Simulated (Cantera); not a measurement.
Input: 1 mol Al(CH3)3, 2.6 mol N2, 250 mol H2, held at 1423 K and 12.0 mbar.

These are equilibrium values from Cantera (NASA tables, ideal gas, pure condensed phases), not measurements of a reactor. Candidate condensed phases: Al, AlN, C, C6H6, C7H8, C8H18; 97 gas species. The feed counts by its element totals alone. Rates play no part.

Base state: H2 0.992, N2 0.00816, H 6.04e-5, HCN 5.36e-5, CH4 4.49e-5 (mole fractions); condensed: AlN(s) + C(graphite).

Problem. What changes in the equilibrium state with this change: temperature from 1423 K to 948.15 K?

Solution. 
| species | before | after |
|---|---|---|
| H2 | 0.992 | 0.990 |
| N2 | 0.00816 | 0.00820 |
| CH4 | 4.49e-5 | 0.00201 |
| H | 6.04e-5 | 4.78e-9 |
| HCN | 5.36e-5 | 1.95e-7 |
| AlN(s), mol | 1.000 | 1.00 |
| C(graphite), mol | 2.97 | 2.48 |
